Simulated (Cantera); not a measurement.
A Cantera script and what it prints.

```python
import numpy as np
import cantera as ct

gas_names = """
    AL ALCL ALCL2 ALCL3 ALH AL2 AL2CL6 CL CL2 H HCL H2
""".split()
cond_names = """
    AL(cr) AL(L) ALCL3(s) ALCL3(L)
""".split()


# ... load() reads the species with a 1 bar reference pressure and builds the phases ...
atoms = {
    'Al': {'AL': 1},
    'HCl': {'H': 1, 'CL': 1},
}
top_T = {}  # K; cautious upper limits of use, not melting points


# ... equilibrate(T, P, feed) seeds the gas with the atoms and calls Mixture.equilibrate('TP', solver="vcs", rtol=1e-11, max_steps=5000) ...
results = []
T = 875  # K
P = 82000  # Pa
for m in [1.9, 2.5, 3.2, 4.2, 5.5, 7.2, 9.4]:
    feed = {'Al': 1, 'HCl': m}  # mol
    mix = equilibrate(T, P, feed)
    results.append((T, P, feed, dict(zip(mix.species_names, mix.species_moles))))
    x = sorted(zip(gas.X, gas.species_names), reverse=True)
    print(f"T = {T:g} K  P = {P:g} Pa  n(HCl) = {m:g} mol  gas = {mix.phase_moles(0):.4g} mol")
    print("   x: " + "  ".join(f"{s} {v:.3e}" for v, s in x if v > 1e-06))
    print("   condensed (mol): " + ("  ".join(f"{mix.phase(i).name} {mix.phase_moles(i):.4g}"
          for i in range(1, mix.n_phases) if mix.phase_moles(i) > 1e-12) or "none"))
```

Output:

```
T = 875 K  P = 82000 Pa  n(HCl) = 1.9 mol  gas = 1.499 mol
   x: H2 6.339e-01  ALCL3 3.081e-01  AL2CL6 5.699e-02  ALCL2 5.159e-04  ALCL 4.139e-04  HCL 8.820e-06
   condensed (mol): AL(cr) 0.366
T = 875 K  P = 82000 Pa  n(HCl) = 2.5 mol  gas = 1.972 mol
   x: H2 6.339e-01  ALCL3 3.081e-01  AL2CL6 5.699e-02  ALCL2 5.159e-04  ALCL 4.139e-04  HCL 8.820e-06
   condensed (mol): AL(cr) 0.1658
T = 875 K  P = 82000 Pa  n(HCl) = 3.2 mol  gas = 2.571 mol
   x: H2 5.834e-01  ALCL3 2.888e-01  HCL 7.778e-02  AL2CL6 5.006e-02
   condensed (mol): none
T = 875 K  P = 82000 Pa  n(HCl) = 4.2 mol  gas = 3.596 mol
   x: H2 4.172e-01  HCL 3.337e-01  ALCL3 2.200e-01  AL2CL6 2.906e-02
   condensed (mol): none
T = 875 K  P = 82000 Pa  n(HCl) = 5.5 mol  gas = 4.916 mol
   x: HCL 5.086e-01  H2 3.051e-01  ALCL3 1.691e-01  AL2CL6 1.716e-02
   condensed (mol): none
T = 875 K  P = 82000 Pa  n(HCl) = 7.2 mol  gas = 6.632 mol
   x: HCL 6.333e-01  H2 2.262e-01  ALCL3 1.304e-01  AL2CL6 1.020e-02
   condensed (mol): none
T = 875 K  P = 82000 Pa  n(HCl) = 9.4 mol  gas = 8.846 mol
   x: HCL 7.235e-01  H2 1.696e-01  ALCL3 1.008e-01  AL2CL6 6.104e-03
   condensed (mol): none
```

These are equilibrium values from Cantera (NASA tables, ideal gas, pure condensed phases), not measurements of a reactor. The tables' values for AlCl2 are old estimates; treat these amounts as uncertain.
